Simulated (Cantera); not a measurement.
A perfectly stirred reactor is fed with CH₄ : O₂ : N₂ = 1 : 3.03 : 16 (molar parts), equivalence ratio 0.66, at 3750 Torr; it is adiabatic with a 575 K inlet, and is followed from long to short residence time, starting on the burning branch (τ in s: 0.023, 0.014, 0.0085, 0.0052, 0.0032, 0.0019, 0.0012, 0.00072, 0.00044, 0.00027, 0.00016, 0.0001, 6.1e-05).

Detailed kinetics in Cantera: GRI-Mech 3.0 (53 species, 325 reactions).

Problem. Predict: blow-out, bracketed by the residence times tried; x(CH₄) at τ = 23.0 ms; x(O₂) at τ = 23.0 ms; x(C₂H₆) at τ = 23.0 ms; x(CO₂) at τ = 23.0 ms; x(C₂H₂) at τ = 23.0 ms; x(CH₄) at τ = 1.20 ms; x(O₂) at τ = 1.20 ms; x(C₂H₆) at τ = 1.20 ms; x(CO₂) at τ = 1.20 ms; x(C₂H₂) at τ = 1.20 ms.

Solution. 
```json
{
 "blow_out_bracketed_by_the_residence_times_tried": "burning at 0.440 ms, out at 0.270 ms",
 "x(CH₄) at τ = 23.0 ms": "2.35e-5",
 "x(O₂) at τ = 23.0 ms": "0.0515",
 "x(C₂H₆) at τ = 23.0 ms": "5.49e-9",
 "x(CO₂) at τ = 23.0 ms": "0.0495",
 "x(C₂H₂) at τ = 23.0 ms": "1.85e-8",
 "x(CH₄) at τ = 1.20 ms": "0.000188",
 "x(O₂) at τ = 1.20 ms": "0.0531",
 "x(C₂H₆) at τ = 1.20 ms": "1.16e-7",
 "x(CO₂) at τ = 1.20 ms": "0.0466",
 "x(C₂H₂) at τ = 1.20 ms": "1.33e-7"
}
```
